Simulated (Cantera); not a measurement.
A Cantera script and its output.

```python
import numpy as np
import cantera as ct

gas = ct.Solution("h2o2.yaml")


def delay(T, t_max=10):
    gas.TPX = T, 36000, {'H2': 1, 'O2': 1.22, 'N2': 4.59}
    reactor = ct.IdealGasConstPressureReactor(gas, clone=False)
    net = ct.ReactorNet([reactor])
    net.rtol, net.atol = 1e-8, 1e-16
    while net.time < t_max:
        t_old, T_old = net.time, reactor.T
        net.step()
        if reactor.T > T + 400:  # ignition: a rise of 400 K
            return t_old + (T + 400 - T_old) / (reactor.T - T_old) * (net.time - t_old)
    return np.nan


taus = []
for T in [1223, 1273, 1323, 1373, 1423, 1473, 1523, 1573]:
    taus.append(delay(T))
    print(f"T0 = {T:6g} K   tau = {taus[-1]:.4e} s")
```

Output:

```
T0 =   1223 K   tau = 1.7465e-04 s
T0 =   1273 K   tau = 1.6013e-04 s
T0 =   1323 K   tau = 1.5283e-04 s
T0 =   1373 K   tau = 1.5079e-04 s
T0 =   1423 K   tau = 1.5280e-04 s
T0 =   1473 K   tau = 1.5807e-04 s
T0 =   1523 K   tau = 1.6608e-04 s
T0 =   1573 K   tau = 1.7648e-04 s
```

Detailed kinetics in Cantera: the H2/O2 subset of GRI-Mech 3.0, which has no nitrogen chemistry. Where the delays flatten at high temperature, the 400 K rule measures the pace of heat release, not the induction time.
